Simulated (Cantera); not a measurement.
Input: 1 mol Si2H6, 0.35 mol Cl2, 11 mol N2, 1.4 mol HCl, at 575 °C and 1.00 bar.

Cantera equilibrium calculation (NASA polynomials, part measured and part estimated; ideal gas, pure solids and liquids). Candidate condensed phases: NH4Cl, Si, Si3N4; 28 gas species. The feed counts by its element totals alone. N2 is the only nitrogen source here; it is nearly inert below about 1500 K, so the nitride shown seldom forms there in practice. Equilibrium is a limit: real reactors are often held back by kinetics, nucleation or transport.

Base state: N2 0.675, H2 0.194, HCl 0.125, SiCl4 0.00524, NH3 0.000133, SiHCl3 1.33e-5 (mole fractions); condensed: Si3N4(s).

Question: What changes in the equilibrium state with this change: Cl2 from 0.35 to 0.0044 mol?

Answer: 
| species | before | after |
|---|---|---|
| N2 | 0.675 | 0.688 |
| H2 | 0.194 | 0.216 |
| HCl | 0.125 | 0.0946 |
| SiCl4 | 0.00524 | 0.00139 |
| SiHCl3 | 1.33e-5 | 5.13e-6 |
| NH3 | 0.000133 | 0.000157 |
| Si3N4(s), mol | 0.641 | 0.660 |
